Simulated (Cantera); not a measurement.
## Hydrocarbon pyrolysis for carbon deposition

A perfectly stirred reactor is fed with 27.8 % CH₄, 72.2 % N₂, at 0.977 atm; it is held at 1850 K, and followed from long to short residence time.

Cantera simulation using GRI-Mech 3.0 (53 species, 325 reactions); the numbers are that mechanism's predictions, not measurements. GRI-Mech 3.0 stops at C3 and has no aromatics, soot or wall deposition, so with more carbon than oxygen in the feed, carbon stays in small species such as C2H2 where larger ones or solid carbon would form.

```csv
τ (s),x CH₄,x C₂H₄,x CH₂,x C₂H₆,x C₂H,x H₂
2.0,0.00538,0.000561,1.13e-7,6.51e-7,1.09e-6,0.319
0.63,0.00896,0.000559,1.82e-7,1.67e-6,1.06e-6,0.315
0.20,0.0156,0.000571,3.02e-7,4.84e-6,1.02e-6,0.307
0.064,0.0274,0.000642,4.93e-7,1.44e-5,9.52e-7,0.293
0.020,0.0485,0.000925,7.85e-7,4.35e-5,8.46e-7,0.268
0.0065,0.0814,0.00178,1.18e-6,0.000119,7.01e-7,0.228
0.0021,0.128,0.00390,1.69e-6,0.000295,5.13e-7,0.171
0.00066,0.184,0.00744,2.26e-6,0.000615,2.88e-7,0.102
0.00021,0.236,0.00780,2.37e-6,0.000852,8.51e-8,0.0395
```
x: mole fraction; the columns are a selection and need not sum to one.
